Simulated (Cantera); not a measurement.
## Thermodynamics of carbothermic reduction, feed PbO + CH₄ + H₂

Charge: 1 mol PbO, 2.8 mol CH₄, 0.41 mol H₂, held at 5.10 mbar.

Equilibrium computed with Cantera from the NASA thermochemical tables; the gas is ideal and each condensed phase is pure. Candidate condensed phases: C, C₆H₆, C₇H₈, C₈H₁₈, H₂O, Pb, PbO, PbO₂, Pb₃O₄; 113 gas species. Kinetics and transport are ignored.

```csv
T (K),log p H₂,log p H,log p CO,log p Pb,log p C₂H₂ (acetylene),n C(graphite),n Pb(l)
1150,-2.38,-8.32,-3.16,-3.54,-9.80,1.80,0.578
1300,-2.42,-7.16,-3.20,-3.20,-8.66,1.80,0
1450,-2.42,-6.23,-3.20,-3.20,-7.73,1.80,0
1600,-2.42,-5.47,-3.20,-3.20,-6.98,1.80,0
1750,-2.42,-4.84,-3.20,-3.20,-6.36,1.80,0
1900,-2.42,-4.31,-3.20,-3.20,-5.84,1.80,0
2050,-2.43,-3.86,-3.20,-3.20,-5.41,1.79,0
2200,-2.45,-3.48,-3.21,-3.21,-5.04,1.77,0
2350,-2.50,-3.15,-3.23,-3.23,-4.75,1.74,0
2500,-2.57,-2.89,-3.26,-3.26,-4.54,1.69,0
```
log p: log10 of the partial pressure in bar; n: condensed amount in mol.

At 1150 K the condensed part is C(graphite) + Pb(l). From 1300 K to 2500 K the condensed part is C(graphite). The main Pb-bearing gas is Pb throughout.
